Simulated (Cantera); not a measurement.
**Moist CO burnout**

An isothermal, constant-pressure homogeneous reactor starts with 1.58 % CO, 5.57 % O2, 0.0705 % H2O, 92.8 % N2, at 1398 K and 0.830 bar.

Model: GRI-Mech 3.0 (53 species, 325 reactions), integrated in Cantera.

```csv
t (s),x CO,x O2,x H2O,x OH,x CO2,x N2O,x O
5.00e-6,0.0158,0.0557,0.000705,8.30e-12,2.64e-9,<1e-12,2.64e-9
1.98e-5,0.0158,0.0557,0.000705,7.12e-11,1.05e-8,<1e-12,1.04e-8
7.86e-5,0.0158,0.0557,0.000705,8.59e-10,4.27e-8,1.16e-12,4.15e-8
0.000312,0.0158,0.0557,0.000705,1.26e-8,2.20e-7,1.85e-11,1.97e-7
0.00124,0.0158,0.0557,0.000705,6.89e-7,7.82e-6,1.09e-9,6.15e-6
0.00490,0.00765,0.0507,0.000546,0.000141,0.00817,1.17e-6,0.00212
0.0194,0.000514,0.0483,0.000683,4.74e-5,0.0154,1.66e-6,0.000179
0.0771,3.02e-5,0.0482,0.000704,1.32e-5,0.0159,1.48e-6,1.23e-5
0.306,1.44e-6,0.0482,0.000709,4.18e-6,0.0159,4.84e-7,1.16e-6
1.21,1.06e-7,0.0482,0.000710,1.98e-6,0.0159,3.17e-8,2.56e-7
4.81,7.58e-8,0.0482,0.000710,1.85e-6,0.0159,2.36e-8,2.22e-7
19.1,7.58e-8,0.0482,0.000710,1.85e-6,0.0159,2.36e-8,2.22e-7
75.6,7.58e-8,0.0482,0.000710,1.85e-6,0.0159,2.36e-8,2.22e-7
300,7.58e-8,0.0482,0.000710,1.85e-6,0.0159,2.36e-8,2.22e-7
```
x: mole fraction; the columns are a selection and need not sum to one.

Equilibrium at this temperature and pressure: CO 7.60e-8, O2 0.0480, H2O 0.000710, OH 1.85e-6, CO2 0.0159, N2O 2.36e-8, O 2.22e-7 (gas phase only).
